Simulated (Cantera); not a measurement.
Feed: 1 mol Si, 0.0032 mol H2O, 770 mol H2, at 1775 K and 2.70 Torr.

Equilibrium computed with Cantera from the NASA thermochemical tables; the gas is ideal and each condensed phase is pure. Candidate condensed phases: H2O, Si, SiO2; 18 gas species. Gases not in the tables: Si2H6 and higher silanes. The numbers say what is thermodynamically allowed, not how fast it happens.

Base state: H2 0.995, H 0.00481, Si 0.000610, SiH 4.48e-5, SiH2 2.49e-5 (mole fractions); condensed: Si(l).

Q: What changes in the equilibrium state with this change: temperature from 1775 K to 1423.15 K?

A: 
```
species       before     after
----------  --------  --------
H2             0.995     1.000
H            0.00481  0.000111
SiH2         2.49e-5   5.28e-7
Si          0.000610   4.26e-7
SiH          4.48e-5   1.15e-7
Si(l), mol     0.465         0
Si(s), mol         0     0.996
```

Q: What changes in the equilibrium state with this change: pressure from 2.70 Torr to 0.00503 Torr?

A: 
```
species       before    after
----------  --------  -------
H2             0.995    0.893
H            0.00481    0.106
Si          0.000610  0.00122
SiH2         2.49e-5  8.33e-8
SiH          4.48e-5  3.66e-6
Si(l), mol     0.465        0
```
